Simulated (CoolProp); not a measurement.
Methanol along the isotherm 123.85 °C: Z from the reference equation and from simpler models built on Tc = 240.2 °C, pc = 8216 kPa, ω = 0.565; each cubic takes its own stable root.

Values from CoolProp's reference Helmholtz-energy equation of state, de Reuck 1993.

| p (kPa) | phase | reference |
|---|---|---|
| 1470 | liquid | 0.02086 |
| 2930 | liquid | 0.04141 |
| 4400 | liquid | 0.06193 |
| 5870 | liquid | 0.08231 |
| 7340 | liquid | 0.1025 |
| 8800 | liquid | 0.1225 |
| 10300 | liquid | 0.1429 |
| 11700 | liquid | 0.1618 |
| 13200 | liquid | 0.1819 |
| 14700 | liquid | 0.2019 |
| 16100 | liquid | 0.2205 |
| 17600 | liquid | 0.2404 |
| 19100 | liquid | 0.2601 |
| 20500 | liquid | 0.2784 |

How far does each simpler model (van der Waals, Redlich-Kwong, Soave-Redlich-Kwong, Peng-Robinson) lie from the reference over these 14 states: mean and median of the absolute difference, and the worst?


- van der Waals: mean 393.0 %, median 101.7 %, worst +4176.1 % at 123.85 °C and 1470 kPa
- Redlich-Kwong: mean 327.5 %, median 43.9 %, worst +4014.6 % at 123.85 °C and 1470 kPa
- Soave-Redlich-Kwong: mean 33.1 %, median 33.1 %, worst +33.3 % at 123.85 °C and 20500 kPa
- Peng-Robinson: mean 17.8 %, median 17.8 %, worst +18.3 % at 123.85 °C and 20500 kPa

At some of these states van der Waals, Redlich-Kwong gives the other phase, because its saturation line lies elsewhere.
